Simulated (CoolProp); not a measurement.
Properties of the fluoroketone C6F12O (FK-5-1-12) along the isobar 4.27 bar.

Values from CoolProp's reference Helmholtz-energy equation of state, McLinden 2015.

```json
[
 {"T (K)": "216.9", "phase": "liquid", "Z": "0.04088", "isothermal compressibility (1/MPa)": "0.001148"},
 {"T (K)": "235.4", "phase": "liquid", "Z": "0.03872", "isothermal compressibility (1/MPa)": "0.001393"},
 {"T (K)": "253.9", "phase": "liquid", "Z": "0.03694", "isothermal compressibility (1/MPa)": "0.001713"},
 {"T (K)": "272.4", "phase": "liquid", "Z": "0.03549", "isothermal compressibility (1/MPa)": "0.002140"},
 {"T (K)": "290.9", "phase": "liquid", "Z": "0.03432", "isothermal compressibility (1/MPa)": "0.002726"},
 {"T (K)": "309.4", "phase": "liquid", "Z": "0.03342", "isothermal compressibility (1/MPa)": "0.003557"},
 {"T (K)": "327.9", "phase": "liquid", "Z": "0.03277", "isothermal compressibility (1/MPa)": "0.004792"},
 {"T (K)": "346.5", "phase": "liquid", "Z": "0.03240", "isothermal compressibility (1/MPa)": "0.006752"},
 {"T (K)": "365", "phase": "liquid", "Z": "0.03237", "isothermal compressibility (1/MPa)": "0.01013"},
 {"T (K)": "383.5", "phase": "gas", "Z": "0.8468", "isothermal compressibility (1/MPa)": "2.841"},
 {"T (K)": "402", "phase": "gas", "Z": "0.8756", "isothermal compressibility (1/MPa)": "2.716"}
]
```
